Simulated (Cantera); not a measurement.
Input (Python, Cantera):

```python
import numpy as np
import cantera as ct

gas = ct.Solution("gri30.yaml")
gas.TPX = 1225, 100000, {'CH4': 1, 'O2': 2.47, 'N2': 15.6}
reactor = ct.IdealGasReactor(gas, energy="on", clone=False)
net = ct.ReactorNet([reactor])
net.rtol, net.atol = 1e-08, 1e-16
show = ['CH4', 'O2', 'C2H', 'OH', 'H']
times = np.geomspace(6e-06, 0.1, 15)

steps = ct.SolutionArray(gas, extra=["t"])
rows = []
print(f"{'t/s':>10s}{'T/K':>9s}{'P/Pa':>11s}" + "".join(f"{s:>11s}" for s in show))
for t in times:
    while net.time < t:
        t_next = net.step()
        steps.append(gas.state, t=t_next)
    rows.append([np.interp(t, steps.t, y) for y in (steps.T, steps.P, *steps(*show).X.T)])
    print(f"{t:10.3e}{rows[-1][0]:9.1f}{rows[-1][1]:11.4g}" + "".join(f"{x:11.3e}" for x in rows[-1][2:]))
rate = np.gradient(steps.T, steps.t)
print("integrator steps:", len(steps.t))
if steps.T.max() > steps.T[0] + 200:
    print(f"time of steepest temperature rise: {steps.t[rate.argmax()]:.4e} s")
gas.TPX = 1225, 100000, {'CH4': 1, 'O2': 2.47, 'N2': 15.6}
gas.equilibrate("UV")
print(f"equilibrium (UV): T = {gas.T:.1f} K  " + "  ".join(f"{s} {gas[s].X[0]:.3e}" for s in show))
```

Result:

```
       t/s      T/K       P/Pa        CH4         O2        C2H         OH          H
 6.000e-06   1225.0      1e+05  5.244e-02  1.295e-01  3.548e-37  9.282e-12  1.952e-11
 1.201e-05   1225.0      1e+05  5.244e-02  1.295e-01  1.272e-35  1.270e-11  2.078e-11
 2.406e-05   1225.0      1e+05  5.244e-02  1.295e-01  4.337e-34  1.854e-11  2.279e-11
 4.818e-05   1225.0      1e+05  5.244e-02  1.295e-01  1.441e-32  3.132e-11  2.693e-11
 9.647e-05   1225.0      1e+05  5.244e-02  1.295e-01  5.279e-31  6.097e-11  3.577e-11
 1.932e-04   1225.0      1e+05  5.244e-02  1.295e-01  2.088e-29  1.336e-10  5.589e-11
 3.868e-04   1225.0      1e+05  5.244e-02  1.295e-01  9.873e-28  3.189e-10  1.075e-10
 7.746e-04   1225.0      1e+05  5.244e-02  1.295e-01  6.004e-26  8.187e-10  2.659e-10
 1.551e-03   1225.0      1e+05  5.244e-02  1.295e-01  5.675e-24  2.275e-09  8.145e-10
 3.106e-03   1225.0      1e+05  5.242e-02  1.295e-01  6.517e-22  5.522e-09  2.130e-09
 6.220e-03   1225.3      1e+05  5.238e-02  1.295e-01  2.892e-20  8.940e-09  3.863e-09
 1.245e-02   1226.1  1.001e+05  5.226e-02  1.294e-01  6.880e-19  1.505e-08  7.927e-09
 2.494e-02   1229.6  1.004e+05  5.173e-02  1.290e-01  3.663e-17  4.153e-08  2.816e-08
 4.994e-02   2481.9  2.041e+05  1.053e-17  2.547e-02  3.531e-23  6.695e-03  7.948e-04
 1.000e-01   2471.6  2.033e+05  1.069e-17  2.321e-02  3.118e-23  6.342e-03  7.598e-04
integrator steps: 2206
time of steepest temperature rise: 4.5759e-02 s
equilibrium (UV): T = 2471.5 K  CH4 1.477e-17  O2 2.320e-02  C2H 3.431e-23  OH 6.340e-03  H 7.596e-04
```

Detailed kinetics in Cantera: GRI-Mech 3.0 (53 species, 325 reactions).
